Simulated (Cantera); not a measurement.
Adiabatic ignition

An adiabatic, constant-pressure homogeneous reactor starts with CH₄ : O₂ : N₂ = 1 : 2.94 : 11.1 (molar parts), at 1598 K and 2.40 bar.

Computed with Cantera and GRI-Mech 3.0 (53 species, 325 reactions).

| t (s) | T (K) | x CH₄ | x O₂ | x O | x N₂O | x H₂O₂ | x CO | x CH₂ |
|---|---|---|---|---|---|---|---|---|
| 1.00e-6 | 1598 | 0.0665 | 0.195 | 2.30e-8 | 1.13e-12 | 2.76e-9 | 1.32e-11 | <1e-12 |
| 2.51e-6 | 1598 | 0.0665 | 0.195 | 2.77e-8 | 4.67e-12 | 1.24e-8 | 1.67e-10 | 1.20e-12 |
| 6.31e-6 | 1598 | 0.0665 | 0.195 | 4.00e-8 | 2.25e-11 | 4.22e-8 | 2.38e-9 | 6.02e-12 |
| 1.59e-5 | 1598 | 0.0665 | 0.195 | 8.04e-8 | 1.17e-10 | 1.10e-7 | 4.46e-8 | 4.49e-11 |
| 3.99e-5 | 1598 | 0.0663 | 0.195 | 2.53e-7 | 5.88e-10 | 2.25e-7 | 1.32e-6 | 5.70e-10 |
| 0.000100 | 1601 | 0.0653 | 0.195 | 1.27e-6 | 3.09e-9 | 6.66e-7 | 7.96e-5 | 1.18e-8 |
| 0.000252 | 2571 | <1e-12 | 0.0652 | 0.00969 | 7.69e-7 | 3.11e-7 | 0.0189 | <1e-12 |
| 0.000632 | 2689 | <1e-12 | 0.0622 | 0.00560 | 1.13e-6 | 4.66e-7 | 0.0128 | <1e-12 |
| 0.00159 | 2683 | <1e-12 | 0.0597 | 0.00532 | 1.16e-6 | 4.52e-7 | 0.0127 | <1e-12 |
| 0.00399 | 2676 | <1e-12 | 0.0572 | 0.00505 | 1.23e-6 | 4.38e-7 | 0.0126 | <1e-12 |
| 0.0100 | 2674 | <1e-12 | 0.0565 | 0.00498 | 1.25e-6 | 4.34e-7 | 0.0126 | <1e-12 |
| 0.0252 | 2674 | <1e-12 | 0.0565 | 0.00498 | 1.25e-6 | 4.34e-7 | 0.0126 | <1e-12 |
| 0.0634 | 2674 | <1e-12 | 0.0565 | 0.00498 | 1.25e-6 | 4.34e-7 | 0.0126 | <1e-12 |
| 0.159 | 2674 | <1e-12 | 0.0565 | 0.00498 | 1.25e-6 | 4.34e-7 | 0.0126 | <1e-12 |
| 0.400 | 2674 | <1e-12 | 0.0565 | 0.00498 | 1.25e-6 | 4.34e-7 | 0.0126 | <1e-12 |
x: mole fraction; the columns are a selection and need not sum to one.

time of steepest temperature rise: 0.216 ms
temperature at 0.400 s: 2674 K
equilibrium temperature: 2674 K
x(CH₄) at 0.400 s: <1e-12 (gas-phase equilibrium <1e-12)
x(O₂) at 0.400 s: 0.0565 (gas-phase equilibrium 0.0565)
x(O) at 0.400 s: 0.00498 (gas-phase equilibrium 0.00498)
